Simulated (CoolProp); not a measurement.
The numbers come from the reference Helmholtz-energy equation of state, Gao 2020 in CoolProp.

Task: For ammonia, give the phase and the cv (kJ/(kg K)), Joule-Thomson coefficient (K/MPa) at 269.1 K and 0.101 MPa; 283.8 K and 0.101 MPa; 401.7 K and 0.101 MPa.

Result: 
- 269.1 K and 0.101 MPa: gas; cv 1.64, Joule-Thomson coefficient 42.4
- 283.8 K and 0.101 MPa: gas; cv 1.64, Joule-Thomson coefficient 34.3
- 401.7 K and 0.101 MPa: gas; cv 1.79, Joule-Thomson coefficient 10.5
